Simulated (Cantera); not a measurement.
**Hydrogen reduction and annealing atmospheres: Cu₂O + H₂ + H₂O**

Input: 1 mol Cu₂O, 240 mol H₂, 3.1 mol H₂O, held at 19.0 Pa.

These are equilibrium values from Cantera (NASA tables, ideal gas, pure condensed phases), not measurements of a reactor. Candidate condensed phases: Cu, CuO, Cu(OH)₂, Cu₂O, H₂O; 12 gas species. Kinetics and transport are ignored.

```json
[
 {"T (K)": "1073", "x H₂": "0.983", "x H₂O": "0.0169", "x Cu": "1.25e-6", "x H": "1.01e-6", "x OH": "6.46e-11", "x Cu₂": "6.83e-12", "n Cu(s)": "2.00", "n Cu(l)": "0"},
 {"T (K)": "1173", "x H₂": "0.983", "x H₂O": "0.0169", "x Cu": "3.01e-5", "x H": "8.48e-6", "x OH": "1.00e-9", "x Cu₂": "6.20e-10", "n Cu(s)": "1.99", "n Cu(l)": "0"},
 {"T (K)": "1273", "x H₂": "0.983", "x H₂O": "0.0169", "x Cu": "0.000434", "x H": "5.13e-5", "x OH": "1.01e-8", "x Cu₂": "2.72e-8", "n Cu(s)": "1.89", "n Cu(l)": "0"},
 {"T (K)": "1373", "x H₂": "0.979", "x H₂O": "0.0168", "x Cu": "0.00416", "x H": "0.000239", "x OH": "7.32e-8", "x Cu₂": "6.60e-7", "n Cu(s)": "0", "n Cu(l)": "0.984"},
 {"T (K)": "1473", "x H₂": "0.974", "x H₂O": "0.0167", "x Cu": "0.00815", "x H": "0.000906", "x OH": "4.05e-7", "x Cu₂": "8.01e-7", "n Cu(s)": "0", "n Cu(l)": "0"},
 {"T (K)": "1573", "x H₂": "0.972", "x H₂O": "0.0167", "x Cu": "0.00815", "x H": "0.00291", "x OH": "1.80e-6", "x Cu₂": "2.92e-7", "n Cu(s)": "0", "n Cu(l)": "0"},
 {"T (K)": "1673", "x H₂": "0.967", "x H₂O": "0.0167", "x Cu": "0.00813", "x H": "0.00812", "x OH": "6.73e-6", "x Cu₂": "1.19e-7", "n Cu(s)": "0", "n Cu(l)": "0"}
]
```
x: gas mole fraction; n: condensed amount in mol.

From 1073 K to 1273 K the condensed part is Cu(s). At 1373 K the condensed part is Cu(l). From 1473 K to 1673 K nothing is condensed. The main Cu-bearing gas is Cu throughout.
